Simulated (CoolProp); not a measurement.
Vapour-liquid equilibrium of R125 (1) + R152A (2) at 180.9 K; x and y are mole fractions of (1).

Model: multi-fluid Helmholtz-energy mixture model, Lemmon 2005 and Outcalt 1996; pair parameters Bell 2016, in CoolProp.

```csv
x,bubble pressure (bar),y at the bubble point,dew pressure at overall composition x (bar),liquid density (mol/L)
0.05,0.01504,0.215,0.01295,17.12
0.15,0.01974,0.460,0.01415,16.72
0.25,0.02407,0.605,0.01558,16.34
0.35,0.02831,0.707,0.01733,15.97
0.45,___,0.784,0.01949,15.62
0.55,___,0.846,___,15.28
0.65,0.04213,0.896,0.02577,14.95
0.75,0.04731,0.936,___,14.63
0.85,0.05268,0.968,0.03759,14.32
0.95,0.05805,0.991,___,___
```

### Question
Complete the blanks.

### Answer

- 0.45, bubble pressure (bar): 0.03266
- 0.55, bubble pressure (bar): 0.03725
- 0.55, dew pressure at overall composition x (bar): 0.02222
- 0.75, dew pressure at overall composition x (bar): 0.03059
- 0.95, dew pressure at overall composition x (bar): 0.04945
- 0.95, liquid density (mol/L): 14.01

No azeotrope shows between x = 0.05 and 0.95.

The pair parameters rest on a limited set of measurements; away from them the model extrapolates. The gap from Raoult's law changes sign with composition, which may be real or a fault of the pair parameters; it wasn't checked against measurements.
